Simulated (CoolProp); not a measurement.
Methane at 293.15 K and 1.44 MPa flows at 3.7 m/s in a round tube of 50 mm bore and 45 µm roughness, fully developed (64/Re and Nu = 3.66 if laminar; Colebrook and Gnielinski if turbulent). Each further row changes one setting.

Model: reference Helmholtz-energy equation of state, Setzmann 1991, in CoolProp.

```tsv
case	Reynolds number	Darcy friction factor	pressure drop (Pa/m)	heat-transfer coefficient (W/(m² K))	mass flow (kg/h)
as stated	160000	0.0210	27.9	243	255
velocity 7.4 m/s	321000	0.0201	107	468	509
diameter 100 mm	321000	0.0178	11.9	206	1020
```

Viscosity comes from a separate model (Quiñones-Cisneros 2006). Thermal conductivity comes from a separate model (Friend 1989).
